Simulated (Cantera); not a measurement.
A freely propagating, adiabatic, planar premixed flame of CH4 : O2 : N2 = 1 : 2.08 : 7.83 (molar parts), unburnt at 575 K and 7500 Torr; mixture-averaged transport, grid criteria slope 0.08 and curve 0.16, no radiation.

Cantera simulation using GRI-Mech 3.0 (53 species, 325 reactions); the numbers are that mechanism's predictions, not measurements. Burning velocities carry a grid error of a few per cent, more on coarse grids.

Q: How do the results move with these cheaper or finer settings: unity-Lewis-number transport; multicomponent transport; multicomponent+Soret transport; grid criteria slope 0.5, curve 1; grid criteria slope 0.25, curve 0.5; grid criteria slope 0.03, curve 0.06?

A: 
```csv
setting,laminar burning velocity,thermal thickness,peak x(HCO),grid points,grid points
as above,48.1 cm/s,0.0673 mm,1.79e-5,139,139
unity-Lewis-number transport,41.3 cm/s,0.0705 mm,1.89e-5,131,131
multicomponent transport,48.7 cm/s,0.0680 mm,1.81e-5,139,139
multicomponent+Soret transport,48.0 cm/s,0.0683 mm,1.80e-5,139,139
"grid criteria slope 0.5, curve 1",54.1 cm/s,0.0741 mm,1.75e-5,35,35
"grid criteria slope 0.25, curve 0.5",50.1 cm/s,0.0691 mm,1.78e-5,59,59
"grid criteria slope 0.03, curve 0.06",47.3 cm/s,0.0667 mm,1.79e-5,361,361
```
The base run took very roughly 8 core-seconds.
Unity Lewis numbers drop preferential diffusion, which matters most where H2 and H carry the flame; Soret adds thermal diffusion.
